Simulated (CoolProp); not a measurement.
Properties of R143a at several states.

Model: reference Helmholtz-energy equation of state, Lemmon and Jacobsen 2000, in CoolProp.

```json
[
 {"T (°C)": "-20.05", "p (MPa)": "0.404", "phase": "liquid", "density (kg/m³)": "1089", "Joule-Thomson coefficient (K/MPa)": "-0.1866"},
 {"T (°C)": "-35.65", "p (MPa)": "2.95", "phase": "liquid", "density (kg/m³)": "1143", "Joule-Thomson coefficient (K/MPa)": "-0.2795"},
 {"T (°C)": "71.85", "p (MPa)": "0.0893", "phase": "gas", "density (kg/m³)": "2.640", "Joule-Thomson coefficient (K/MPa)": "11.65"},
 {"T (°C)": "135.15", "p (MPa)": "1.92", "phase": "gas", "density (kg/m³)": "53.36", "Joule-Thomson coefficient (K/MPa)": "7.411"}
]
```
